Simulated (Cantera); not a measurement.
A perfectly stirred reactor is fed with CO : H2 : O2 : N2 : H2O = 1 : 0.036 : 0.471 : 1.77 : 0.25 (molar parts), equivalence ratio 1.1, at 1000000 Pa; it is adiabatic with a 550 K inlet, and is followed from long to short residence time, starting on the burning branch (τ in s: 0.23, 0.095, 0.04, 0.016, 0.0068, 0.0028, 0.0012, 0.00048, 0.0002, 8.3e-05, 3.5e-05, 1.4e-05, 5.9e-06).

Computed with Cantera and GRI-Mech 3.0 (53 species, 325 reactions). The hydrogen kinetics of GRI-Mech 3.0 are dated; newer H2 mechanisms differ, most at raised pressure.

Problem. Predict: blow-out, bracketed by the residence times tried; x(CO) at τ = 0.230 s; x(H2) at τ = 0.230 s; x(O2) at τ = 0.230 s; x(H2O2) at τ = 0.230 s; x(CO2) at τ = 0.230 s; x(CO) at τ = 1.20 ms; x(H2) at τ = 1.20 ms; x(O2) at τ = 1.20 ms; x(H2O2) at τ = 1.20 ms; x(CO2) at τ = 1.20 ms.

Solution. 
* **blow-out, bracketed by the residence times tried**: burning at 14.0 µs, out at 5.90 µs
* **x(CO) at τ = 0.230 s**: 0.0434
* **x(H2) at τ = 0.230 s**: 0.00223
* **x(O2) at τ = 0.230 s**: 0.00524
* **x(H2O2) at τ = 0.230 s**: 1.40e-7
* **x(CO2) at τ = 0.230 s**: 0.281
* **x(CO) at τ = 1.20 ms**: 0.0515
* **x(H2) at τ = 1.20 ms**: 0.00268
* **x(O2) at τ = 1.20 ms**: 0.0102
* **x(H2O2) at τ = 1.20 ms**: 2.32e-7
* **x(CO2) at τ = 1.20 ms**: 0.271
